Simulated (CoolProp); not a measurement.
Model: reference Helmholtz-energy equation of state, Thol 2019, in CoolProp.

### Question
Give the vapour pressure (MPa), liquid density (kg/m³), vapour density (kg/m³), surface tension (mN/m) of saturated dodecamethylpentasiloxane (MD3M) at 458.5, 477.1, 504.9 K.

### Answer
| T (K) | p (MPa) | liquid density (kg/m³) | vapour density (kg/m³) | surface tension (mN/m) |
|---|---|---|---|---|
| 458.5 | 0.0319 | 707 | 3.38 | 7.70 |
| 477.1 | 0.0535 | 686 | 5.57 | 6.66 |
| 504.9 | 0.106 | 652 | 10.9 | 5.16 |

Surface tension comes from a separate correlation (Mulero 2014), older than this fluid's equation and unchecked against measurements.
